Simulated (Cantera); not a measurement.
# NO annealing gas

An isothermal, constant-pressure homogeneous reactor starts with 79.4 % NO, 20.6 % N2, at 1900 K and 760 Torr.

Computed with Cantera and GRI-Mech 3.0 (53 species, 325 reactions).

| t (s) | x NO | x N2O | x O | x NO2 | x O2 | x N2 |
|---|---|---|---|---|---|---|
| 0.000100 | 0.794 | 3.25e-5 | 6.66e-6 | 2.94e-5 | 5.45e-7 | 0.206 |
| 0.000274 | 0.793 | 8.06e-5 | 1.22e-5 | 9.05e-5 | 4.54e-6 | 0.206 |
| 0.000753 | 0.793 | 0.000170 | 2.41e-5 | 0.000234 | 5.30e-5 | 0.206 |
| 0.00207 | 0.792 | 0.000259 | 3.38e-5 | 0.000356 | 0.000421 | 0.207 |
| 0.00567 | 0.789 | 0.000278 | 3.65e-5 | 0.000388 | 0.00171 | 0.208 |
| 0.0156 | 0.782 | 0.000272 | 4.07e-5 | 0.000434 | 0.00527 | 0.212 |
| 0.0427 | 0.763 | 0.000257 | 5.01e-5 | 0.000533 | 0.0148 | 0.221 |
| 0.117 | 0.713 | 0.000222 | 6.84e-5 | 0.000700 | 0.0396 | 0.246 |
| 0.321 | 0.599 | 0.000153 | 9.81e-5 | 0.000863 | 0.0964 | 0.303 |
| 0.882 | 0.399 | 6.62e-5 | 0.000135 | 0.000804 | 0.197 | 0.404 |
| 2.42 | 0.177 | 1.30e-5 | 0.000166 | 0.000444 | 0.308 | 0.515 |
| 6.64 | 0.0484 | 1.25e-6 | 0.000182 | 0.000133 | 0.372 | 0.579 |
| 18.2 | 0.0126 | 3.84e-7 | 0.000186 | 3.54e-5 | 0.390 | 0.597 |
| 50.0 | 0.00706 | 3.43e-7 | 0.000187 | 2.00e-5 | 0.393 | 0.600 |
x: mole fraction; the columns are a selection and need not sum to one.

Equilibrium at this temperature and pressure: NO 0.00687, N2O 3.43e-7, O 0.000187, NO2 1.95e-5, O2 0.393, N2 0.600 (gas phase only).
